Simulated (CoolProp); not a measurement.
Vapour-liquid equilibrium of R22 (1) + C3F8 (R218) (2) at 0.817 MPa; x and y are mole fractions of (1).

Model: multi-fluid Helmholtz-energy mixture model, Kamei 1995 and Lemmon 2006; pair parameters Bell 2016, in CoolProp.

```tsv
x	bubble temperature (K)	y at the bubble point	dew temperature at overall composition x (K)	liquid density (mol/L)
0.05	293.2	0.100	294.6	7.340
0.2	287.4	0.322	290.6	8.050
0.35	284.2	0.461	286.7	8.814
0.5	282.8	0.555	283.5	9.697
0.65	282.5	0.634	282.6	10.76
0.8	283.4	0.727	284.7	12.06
0.95	286.9	0.899	288.1	13.61
```

y crosses x between x = 0.5 and 0.65: the model has an azeotrope there.

The pair parameters rest on a limited set of measurements; away from them the model extrapolates.
